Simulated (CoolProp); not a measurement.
The fluid at 298.15 K and 3.1 MPa (liquid) is heated at constant pressure to 346.5 K. The same conditions are run with several fluids, on thermodynamics alone (safety and materials aside).

Model: reference Helmholtz-energy equation of state of each fluid (R115: Lemmon 2016; octamethylcyclotetrasiloxane (D4): Thol 2015; cyclopentane: Gedanitz 2015; isobutane: Bücker 2006; R227EA: Lemmon 2016), in CoolProp.

| fluid | heat (kJ/kg) | final density (kg/m³) |
|---|---|---|
| R115 | 60.2 | 967 |
| octamethylcyclotetrasiloxane (D4) | 82.7 | 901 |
| cyclopentane | 93.1 | 694 |
| isobutane | 124 | 490 |
| R227EA | 60.2 | 1170 |
